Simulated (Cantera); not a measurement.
## Equilibrium for silicon etching in halogen gases: Si + HBr

Charge: 1 mol Si, 6.2 mol HBr, held at 750 Torr.

These are equilibrium values from Cantera (NASA tables, ideal gas, pure condensed phases), not measurements of a reactor. Candidate condensed phases: Br₂, Si; 19 gas species. The tables' values for SiBr₃ are old estimates; treat these amounts as uncertain. The numbers say what is thermodynamically allowed, not how fast it happens.

```tsv
T (°C)	log p HBr	log p H₂	log p SiBr₄	log p SiHBr₃	log p SiBr₃	log p SiBr₂	log p Br
352	-0.37	-0.41	-0.72	-5.36	-9.94	<-12	-10.31
402	-0.37	-0.41	-0.72	-4.92	-8.86	<-12	-9.38
452	-0.37	-0.42	-0.72	-4.54	-7.94	-11.49	-8.58
502	-0.37	-0.42	-0.72	-4.21	-7.13	-10.18	-7.88
552	-0.37	-0.42	-0.72	-3.92	-6.42	-9.03	-7.26
602	-0.37	-0.42	-0.72	-3.67	-5.80	-8.01	-6.71
652	-0.37	-0.42	-0.72	-3.44	-5.24	-7.11	-6.22
702	-0.37	-0.42	-0.72	-3.24	-4.75	-6.30	-5.78
752	-0.37	-0.42	-0.72	-3.06	-4.30	-5.58	-5.39
802	-0.37	-0.42	-0.72	-2.90	-3.90	-4.92	-5.02
852	-0.37	-0.42	-0.72	-2.75	-3.53	-4.32	-4.69
902	-0.37	-0.42	-0.72	-2.62	-3.20	-3.78	-4.39
952	-0.37	-0.42	-0.73	-2.50	-2.90	-3.29	-4.11
1002	-0.37	-0.42	-0.74	-2.40	-2.63	-2.85	-3.85
```
log p: log10 of the partial pressure in bar; nothing condenses.

From 352 °C to 1002 °C nothing is condensed. The main Si-bearing gas is SiBr₄ throughout.
